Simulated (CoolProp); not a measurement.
Vapour-liquid equilibrium of hydrogen chloride (1) + propane (2) at 297.8 K; x and y are mole fractions of (1).

Computed with CoolProp (multi-fluid Helmholtz-energy mixture model, Thol 2018 and Lemmon 2009; pair parameters Bell 2016).

```
x     bubble pressure (MPa)  y at the bubble point  dew pressure at overall composition x (MPa)  liquid density (mol/L)
----  ---------------------  ---------------------  -------------------------------------------  ----------------------
0.05                  1.225                  0.223                                       0.9956                   11.44
0.2                   1.995                  0.531                                        1.188                   12.27
0.35                  2.639                  0.662                                        1.463                   13.22
0.5                   3.180                  0.743                                        1.881                   14.34
0.65                  3.665                  0.810                                        2.567                   15.76
0.8                   4.128                  0.880                                        3.595                   17.77
0.95                  4.566                  0.966                                        4.495                   20.86
```

No azeotrope shows between x = 0.05 and 0.95.

Pair parameters are fitted to limited data, so mixtures are less certain than the pure fluids.
